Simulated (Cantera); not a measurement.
# Adiabatic ignition

An adiabatic, constant-pressure homogeneous reactor starts with 9.51 % CH4, 19.0 % O2, 71.5 % N2, at 1750 K and 1.00 bar.

Model: GRI-Mech 3.0 (53 species, 325 reactions), integrated in Cantera.

```json
[
 {"t (s)": "2.00e-6", "T (K)": "1750", "x CH4": "0.0950", "x O2": "0.190", "x CH2O": "1.69e-7", "x CH2CO": "<1e-12", "x NO": "<1e-12", "x NO2": "<1e-12"},
 {"t (s)": "5.72e-6", "T (K)": "1750", "x CH4": "0.0950", "x O2": "0.190", "x CH2O": "1.69e-6", "x CH2CO": "<1e-12", "x NO": "<1e-12", "x NO2": "<1e-12"},
 {"t (s)": "1.64e-5", "T (K)": "1750", "x CH4": "0.0949", "x O2": "0.190", "x CH2O": "1.73e-5", "x CH2CO": "7.26e-11", "x NO": "2.01e-12", "x NO2": "<1e-12"},
 {"t (s)": "4.68e-5", "T (K)": "1750", "x CH4": "0.0942", "x O2": "0.190", "x CH2O": "0.000206", "x CH2CO": "2.98e-8", "x NO": "1.44e-11", "x NO2": "<1e-12"},
 {"t (s)": "0.000134", "T (K)": "1837", "x CH4": "0.0710", "x O2": "0.172", "x CH2O": "0.00398", "x CH2CO": "0.000165", "x NO": "2.79e-9", "x NO2": "5.83e-11"},
 {"t (s)": "0.000383", "T (K)": "2807", "x CH4": "<1e-12", "x O2": "0.0260", "x CH2O": "3.90e-10", "x CH2CO": "<1e-12", "x NO": "0.00186", "x NO2": "4.01e-7"},
 {"t (s)": "0.00110", "T (K)": "2824", "x CH4": "<1e-12", "x O2": "0.0236", "x CH2O": "4.14e-10", "x CH2CO": "<1e-12", "x NO": "0.00707", "x NO2": "1.56e-6"},
 {"t (s)": "0.00313", "T (K)": "2820", "x CH4": "<1e-12", "x O2": "0.0222", "x CH2O": "4.21e-10", "x CH2CO": "<1e-12", "x NO": "0.0110", "x NO2": "2.37e-6"},
 {"t (s)": "0.00896", "T (K)": "2819", "x CH4": "<1e-12", "x O2": "0.0221", "x CH2O": "4.21e-10", "x CH2CO": "<1e-12", "x NO": "0.0113", "x NO2": "2.43e-6"},
 {"t (s)": "0.0256", "T (K)": "2819", "x CH4": "<1e-12", "x O2": "0.0221", "x CH2O": "4.21e-10", "x CH2CO": "<1e-12", "x NO": "0.0113", "x NO2": "2.43e-6"},
 {"t (s)": "0.0733", "T (K)": "2819", "x CH4": "<1e-12", "x O2": "0.0221", "x CH2O": "4.21e-10", "x CH2CO": "<1e-12", "x NO": "0.0113", "x NO2": "2.43e-6"},
 {"t (s)": "0.210", "T (K)": "2819", "x CH4": "<1e-12", "x O2": "0.0221", "x CH2O": "4.21e-10", "x CH2CO": "<1e-12", "x NO": "0.0113", "x NO2": "2.43e-6"},
 {"t (s)": "0.600", "T (K)": "2819", "x CH4": "<1e-12", "x O2": "0.0221", "x CH2O": "4.21e-10", "x CH2CO": "<1e-12", "x NO": "0.0113", "x NO2": "2.43e-6"}
]
```
x: mole fraction; the columns are a selection and need not sum to one.

* **time of steepest temperature rise**: 0.155 ms
* **temperature at 0.600 s**: 2819 K
* **equilibrium temperature**: 2819 K
* **x(CH4) at 0.600 s**: <1e-12 (gas-phase equilibrium <1e-12)
* **x(O2) at 0.600 s**: 0.0221 (gas-phase equilibrium 0.0221)
* **x(CH2O) at 0.600 s**: 4.21e-10 (gas-phase equilibrium 4.21e-10)
